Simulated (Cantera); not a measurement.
Input: 1 mol V₂O₅, 25 mol H₂, held at 477 °C and 0.0133 bar.

Cantera equilibrium calculation (NASA polynomials, part measured and part estimated; ideal gas, pure solids and liquids). Candidate condensed phases: H₂O, V, VO, V₂O₃, V₂O₄, V₂O₅; 12 gas species. Condensed phases not in the tables: the oxides between V₂O₃ and V₂O₅ other than VO₂. Equilibrium is a limit: real reactors are often held back by kinetics, nucleation or transport.

Q: What is the equilibrium state?

A: 
```json
{
  "x(H₂)": "0.920",
  "x(H₂O)": "0.0800",
  "n(V₂O₃(s))": "1.00 mol",
  "gas_amount": "25.00 mol",
  "log10 activity of V(s) (absent)": "-12.49",
  "log10 activity of V₂O₅(s) (absent)": "-16.70"
}
```
